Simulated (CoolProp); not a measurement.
Vapour-liquid equilibrium of CF4 (R14) (1) + CHF3 (R23) (2) at 201.8 K; x and y are mole fractions of (1).

Model: multi-fluid Helmholtz-energy mixture model, Platzer 1990 and Penoncello 2003; pair parameters Bell 2016, in CoolProp. This equation is an older, rougher fit; its heat capacities, sound speeds and derivatives of the liquid may be far off and weren't checked against measurements.

```csv
x,"bubble pressure, mixture model (bar)","bubble pressure, Raoult's law (bar)","y, mixture model","y, Raoult's law"
0.05,3.800,2.546,0.523,0.325
0.2,8.204,4.757,0.785,0.696
0.35,10.73,6.967,0.842,0.831
0.5,12.19,9.178,0.869,0.901
0.65,13.30,11.39,0.891,0.944
0.8,14.52,13.60,0.921,0.973
0.95,16.01,15.81,0.974,0.994
```

The largest gap from Raoult's law is +72.5 % in bubble pressure, at x = 0.2. No azeotrope shows between x = 0.05 and 0.95.

The pair parameters rest on a limited set of measurements; away from them the model extrapolates. With so large a gap from Raoult's law the liquid may split in two, which this calculation doesn't test in full.
